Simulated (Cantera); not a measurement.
Charge: 1 mol C₂H₂, 0.67 mol NH₃, 0.22 mol N₂, equilibrated at 1525 °C and 1350 Torr.

These are equilibrium values from Cantera (NASA tables, ideal gas, pure condensed phases), not measurements of a reactor. Candidate condensed phases: C, C₆H₆, C₇H₈, C₈H₁₈; 92 gas species. Equilibrium is a limit: real reactors are often held back by kinetics, nucleation or transport.

Base state: H₂ 0.781, N₂ 0.216, HCN 0.00249, CH₄ 0.000849, H 0.000232, C₂H₂ (acetylene) 0.000135, HNC 9.42e-5, NH₃ 1.69e-5 (mole fractions); condensed: C(graphite).

What changes in the equilibrium state with this change: temperature from 1525 °C to 2100 °C?


```tsv
species	before	after
H₂	0.781	0.759
N₂	0.216	0.205
HCN	0.00249	0.0200
C₄H₂	9.17e-9	1.18e-5
CN	1.04e-8	1.14e-5
H	0.000232	0.00908
C(graphite), mol	1.99	1.92
```
